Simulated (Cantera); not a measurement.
Dilute partial oxidation

An isothermal, constant-pressure homogeneous reactor starts with 0.195 % C2H4, 1.85 % O2, 97.6 % N2, 0.342 % CH4, at 1450 K and 2.00 bar.

Computed with Cantera and GRI-Mech 3.0 (53 species, 325 reactions). GRI-Mech 3.0 was tuned for natural gas; its chemistry of ethylene as a main component is partial and can be far from experiment.

```json
[
 {"t (s)": "0.000100", "x C2H4": "0.00195", "x O2": "0.0185", "x N2O": "4.29e-12", "x NO": "<1e-12", "x CH2": "5.06e-12"},
 {"t (s)": "0.000228", "x C2H4": "0.00195", "x O2": "0.0185", "x N2O": "3.21e-11", "x NO": "<1e-12", "x CH2": "5.77e-11"},
 {"t (s)": "0.000521", "x C2H4": "0.00180", "x O2": "0.0183", "x N2O": "1.37e-9", "x NO": "8.66e-11", "x CH2": "1.40e-7"},
 {"t (s)": "0.00119", "x C2H4": "<1e-12", "x O2": "0.00721", "x N2O": "4.03e-7", "x NO": "2.26e-6", "x CH2": "<1e-12"},
 {"t (s)": "0.00271", "x C2H4": "<1e-12", "x O2": "0.00609", "x N2O": "6.06e-7", "x NO": "2.88e-6", "x CH2": "<1e-12"},
 {"t (s)": "0.00620", "x C2H4": "<1e-12", "x O2": "0.00589", "x N2O": "7.61e-7", "x NO": "2.96e-6", "x CH2": "<1e-12"},
 {"t (s)": "0.0141", "x C2H4": "<1e-12", "x O2": "0.00586", "x N2O": "7.59e-7", "x NO": "2.99e-6", "x CH2": "<1e-12"},
 {"t (s)": "0.0323", "x C2H4": "<1e-12", "x O2": "0.00585", "x N2O": "5.40e-7", "x NO": "3.00e-6", "x CH2": "<1e-12"},
 {"t (s)": "0.0737", "x C2H4": "<1e-12", "x O2": "0.00585", "x N2O": "2.12e-7", "x NO": "3.01e-6", "x CH2": "<1e-12"},
 {"t (s)": "0.168", "x C2H4": "<1e-12", "x O2": "0.00585", "x N2O": "4.01e-8", "x NO": "3.01e-6", "x CH2": "<1e-12"},
 {"t (s)": "0.384", "x C2H4": "<1e-12", "x O2": "0.00585", "x N2O": "1.82e-8", "x NO": "3.01e-6", "x CH2": "<1e-12"},
 {"t (s)": "0.876", "x C2H4": "<1e-12", "x O2": "0.00585", "x N2O": "1.74e-8", "x NO": "3.01e-6", "x CH2": "<1e-12"},
 {"t (s)": "2.00", "x C2H4": "<1e-12", "x O2": "0.00585", "x N2O": "1.74e-8", "x NO": "3.02e-6", "x CH2": "<1e-12"}
]
```
x: mole fraction; the columns are a selection and need not sum to one.

Equilibrium at this temperature and pressure: C2H4 <1e-12, O2 0.00577, N2O 1.73e-8, NO 0.000176, CH2 <1e-12 (gas phase only).
